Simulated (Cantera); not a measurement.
Feed: 1 mol Ti, 0.031 mol O2, 2.6 mol H2, held at 1650 K and 28.0 bar.

Cantera equilibrium calculation (NASA polynomials, part measured and part estimated; ideal gas, pure solids and liquids). Candidate condensed phases: H2O, Ti, TiO, TiO2, Ti2O3, Ti3O5, Ti4O7; 12 gas species. Mutual solubility and eutectic melting of coexisting phases are not modelled. TiO: taken at fixed stoichiometry. Condensed phases not in the tables: N, O or C dissolved in the metal. Rates play no part.

Problem. What is the equilibrium state?

Solution. 
- x(H2): 1.000
- x(H): 1.72e-5
- n(Ti(β)): 0.938 mol
- n(TiO(s)): 0.0620 mol
- gas amount: 2.600 mol
- log10 activity of Ti2O3(s) (absent): -2.83
- log10 activity of Ti3O5(s) (absent): -6.38
- log10 activity of Ti4O7(s) (absent): -10.34
